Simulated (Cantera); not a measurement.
**Low-pressure radical oxidation in H2/O2**

An isothermal, constant-pressure homogeneous reactor starts with H2 : O2 : N2 = 0.41 : 1 : 0.51 (molar parts), equivalence ratio 0.20, at 1398 K and 2670 Pa.

Cantera simulation using GRI-Mech 3.0 (53 species, 325 reactions); the numbers are that mechanism's predictions, not measurements. Radical loss at walls, strong at low pressure, is not modelled. The temperature is held fixed by assumption; the heat of reaction is taken as removed at once.

```json
[
 {"t (s)": "5.00e-6", "x H2": "0.214", "x O2": "0.521", "x NO": "<1e-12", "x H": "2.32e-8", "x N2O": "<1e-12", "x OH": "2.66e-9", "x H2O2": "9.81e-12"},
 {"t (s)": "2.73e-5", "x H2": "0.214", "x O2": "0.521", "x NO": "<1e-12", "x H": "1.62e-7", "x N2O": "<1e-12", "x OH": "5.22e-8", "x H2O2": "2.89e-10"},
 {"t (s)": "0.000150", "x H2": "0.213", "x O2": "0.521", "x NO": "<1e-12", "x H": "4.90e-5", "x N2O": "<1e-12", "x OH": "1.90e-5", "x H2O2": "8.11e-9"},
 {"t (s)": "0.000818", "x H2": "0.0139", "x O2": "0.402", "x NO": "7.47e-7", "x H": "0.0694", "x N2O": "3.23e-9", "x OH": "0.0159", "x H2O2": "3.53e-7"},
 {"t (s)": "0.00447", "x H2": "0.00969", "x O2": "0.426", "x NO": "4.21e-6", "x H": "0.0342", "x N2O": "4.56e-9", "x OH": "0.0136", "x H2O2": "4.05e-7"},
 {"t (s)": "0.0245", "x H2": "0.00118", "x O2": "0.458", "x NO": "6.01e-6", "x H": "0.00123", "x N2O": "1.19e-8", "x OH": "0.00490", "x H2O2": "2.28e-7"},
 {"t (s)": "0.134", "x H2": "4.27e-5", "x O2": "0.463", "x NO": "6.05e-6", "x H": "8.40e-6", "x N2O": "2.14e-8", "x OH": "0.000941", "x H2O2": "3.84e-8"},
 {"t (s)": "0.731", "x H2": "3.53e-6", "x O2": "0.463", "x NO": "6.06e-6", "x H": "2.02e-7", "x N2O": "2.05e-8", "x OH": "0.000272", "x H2O2": "6.92e-9"},
 {"t (s)": "4.00", "x H2": "9.84e-7", "x O2": "0.463", "x NO": "6.05e-6", "x H": "3.00e-8", "x N2O": "7.69e-9", "x OH": "0.000144", "x H2O2": "2.99e-9"}
]
```
x: mole fraction; the columns are a selection and need not sum to one.

Equilibrium at this temperature and pressure: H2 9.49e-7, O2 0.463, NO 0.000657, H 2.84e-8, N2O 4.18e-9, OH 0.000141, H2O2 2.93e-9 (gas phase only).
